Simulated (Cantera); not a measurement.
Cantera run:

```python
import numpy as np
import cantera as ct

gas_names = """
    B BF BF2 BF3 BN B2 F F2 N NF NF2 NF3 N2
""".split()
cond_names = """
    B(b) B(L) BN(s)
""".split()


# ... load() reads the species with a 1 bar reference pressure and builds the phases ...
atoms = {
    'BN': {'B': 1, 'N': 1},
    'NF3': {'N': 1, 'F': 3},
    'N2': {'N': 2},
}
top_T = {'BN(s)': 3200}  # K; cautious upper limits of use, not melting points


# ... equilibrate(T, P, feed) seeds the gas with the atoms and calls Mixture.equilibrate('TP', solver="vcs", rtol=1e-11, max_steps=5000) ...
results = []
feed = {'BN': 1, 'NF3': 3.1, 'N2': 6.5}  # mol
T = 1525  # K
P = 20  # Pa
mix = equilibrate(T, P, feed)
results.append((T, P, feed, dict(zip(mix.species_names, mix.species_moles))))
x = sorted(zip(gas.X, gas.species_names), reverse=True)
print(f"T = {T:g} K  P = {P:g} Pa  gas = {mix.phase_moles(0):.4g} mol")
print("   x: " + "  ".join(f"{s} {v:.3e}" for v, s in x if v > 1e-05))
print("   condensed (mol): " + ("  ".join(f"{mix.phase(i).name} {mix.phase_moles(i):.4g}"
      for i in range(1, mix.n_phases) if mix.phase_moles(i) > 1e-12) or "none"))
```

Result:

```
T = 1525 K  P = 20 Pa  gas = 15.85 mol
   x: N2 5.394e-01  F 3.975e-01  BF3 6.309e-02
   condensed (mol): none
```

Cantera equilibrium calculation (NASA polynomials, part measured and part estimated; ideal gas, pure solids and liquids).
